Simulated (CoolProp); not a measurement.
A single-stage vapour-compression cycle with C2F6 (R116): evaporating at 196.15 K (dew point), condensing at 256.15 K (bubble point), superheat 10 K, subcooling 5 K, compressor efficiency 0.65, no pressure losses. Each further row changes one setting.

Values from CoolProp's reference Helmholtz-energy equation of state, Lemmon 2006. It is a short technical equation, of lower accuracy than the large ones.

```json
[
 {"case": "as stated", "cooling COP": "1.43", "pressure ratio": "10.7", "discharge temperature (K)": "284.9", "refrigerating effect (kJ/kg)": "65.8", "volumetric capacity (kJ/m³)": "592"},
 {"case": "evaporating temperature 201.15 K", "cooling COP": "1.67", "pressure ratio": "8.24", "discharge temperature (K)": "282.2", "refrigerating effect (kJ/kg)": "68.5", "volumetric capacity (kJ/m³)": "785"},
 {"case": "condensing temperature 251.15 K", "cooling COP": "1.66", "pressure ratio": "?", "discharge temperature (K)": "279.4", "refrigerating effect (kJ/kg)": "71.5", "volumetric capacity (kJ/m³)": "?"},
 {"case": "subcooling 10 K", "cooling COP": "1.55", "pressure ratio": "10.7", "discharge temperature (K)": "284.9", "refrigerating effect (kJ/kg)": "71.5", "volumetric capacity (kJ/m³)": "?"},
 {"case": "superheat 20 K", "cooling COP": "1.48", "pressure ratio": "10.7", "discharge temperature (K)": "295.7", "refrigerating effect (kJ/kg)": "?", "volumetric capacity (kJ/m³)": "616"},
 {"case": "compressor efficiency 0.55", "cooling COP": "1.21", "pressure ratio": "10.7", "discharge temperature (K)": "294.8", "refrigerating effect (kJ/kg)": "65.8", "volumetric capacity (kJ/m³)": "592"}
]
```

Q: Some entries are withheld; supply them.

A: 
- condensing temperature 251.15 K, pressure ratio: 9.17
- condensing temperature 251.15 K, volumetric capacity (kJ/m³): 643
- subcooling 10 K, volumetric capacity (kJ/m³): 644
- superheat 20 K, refrigerating effect (kJ/kg): 72.2
